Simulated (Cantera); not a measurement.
What does this Cantera script print?

```python
import numpy as np
import cantera as ct

gas_names = """
    F F2 FS2F,fluorodisu H HF H2 H2F2 H2S H3F3 H4F4 H5F5 H6F6 H7F7 S SF SF2 SF3 SF4 SF5 SF6 SH S2
    S2F2,thiothiony S8 Si SiF SiF2 SiF3 SiF4 SiH SiHF3 SiH2 SiH2F2 SiH3 SiH3F SiH4 SiS Si2 Si3
""".split()
cond_names = """
    S(cr1) S(cr2) S(L) Si(cr) Si(L)
""".split()


# ... load() reads the species with a 1 bar reference pressure and builds the phases ...
atoms = {
    'Si': {'Si': 1},
    'SF6': {'S': 1, 'F': 6},
    'H2': {'H': 2},
}
top_T = {}  # K; cautious upper limits of use, not melting points


# ... equilibrate(T, P, feed) seeds the gas with the atoms and calls Mixture.equilibrate('TP', solver="vcs", rtol=1e-11, max_steps=5000) ...
results = []
feed = {'Si': 1, 'SF6': 2.6, 'H2': 0.9}  # mol
T = 1748  # K
P = 1.8  # Pa
mix = equilibrate(T, P, feed)
results.append((T, P, feed, dict(zip(mix.species_names, mix.species_moles))))
print(gas.report(threshold=1e-06))
for i in range(1, mix.n_phases):
    print(f"{mix.phase(i).name:16s} {mix.phase_moles(i):12.5e} mol")
```

Output:

```
       temperature   1748 K
          pressure   1.8 Pa
           density   3.6689e-06 kg/m^3
  mean mol. weight   29.624 kg/kmol
   phase of matter   gas

                          1 kg             1 kmol
                     ---------------   ---------------
          enthalpy       -1.3744e+06       -4.0715e+07  J
   internal energy        -1.865e+06       -5.5248e+07  J
           entropy             11099         3.288e+05  J/K
    Gibbs function       -2.0776e+07       -6.1545e+08  J
 heat capacity c_p            1030.6             30529  J/K
 heat capacity c_v             749.9             22215  J/K

                      mass frac. Y      mole frac. X     chem. pot. / RT
                     ---------------   ---------------   ---------------
                 F           0.43448           0.67748           -27.425
   FS2F,fluorodisu        7.1671e-06        2.0791e-06           -91.082
                HF          0.087912           0.13017           -55.956
                 S           0.03203          0.029596           -18.116
                SF          0.023978          0.013912           -45.541
               SF2          0.020148         0.0085194           -72.966
               SF3        1.7561e-05        5.8415e-06           -100.39
                S2           0.14689          0.067862           -36.232
   S2F2,thiothiony        0.00045931        0.00013324           -91.082
              SiF4           0.25408          0.072317           -168.98
     [  +29 minor]        3.0135e-06        1.2133e-06

S(L)              0.00000e+00 mol
Si(L)             0.00000e+00 mol
```

Method: chemical equilibrium by Gibbs-energy minimisation in Cantera with the NASA 1993 tables (ideal gas, pure condensed phases). The tables' values for S2F2 (SSF2) are old estimates; treat these amounts as uncertain.
